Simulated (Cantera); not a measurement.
Thermodynamics of boron, boron nitride and boron oxide, feed borazine + H2O + H2

Input: 1 mol borazine, 0.85 mol H2O, 0.19 mol H2, at 1225 K and 1.00 bar.

Cantera equilibrium calculation (NASA polynomials, part measured and part estimated; ideal gas, pure solids and liquids). Candidate condensed phases: B, BN, B2O3, B3O3H3, H2O; 39 gas species. The feed counts by its element totals alone. Mutual solubility and eutectic melting of coexisting phases are not modelled. Gases not in the tables: H3BO3. Equilibrium is a limit: real reactors are often held back by kinetics, nucleation or transport.

```
Quantity                                  Value
------------------------------------  ---------
x(H2)                                     0.932
x(N2)                                    0.0645
x(H2O)                                  0.00329
x(HBO2)                                 6.76e-5
x(NH3)                                  3.90e-5
x((HBO2)3)                              2.02e-6
x(HBO)                                  1.28e-6
n(BN(s))                               2.44 mol
n(B2O3(l))                            0.278 mol
gas amount                            4.319 mol
log10 activity of B(s) (absent)           -5.49
log10 activity of B3O3H3(s) (absent)     -11.58
```
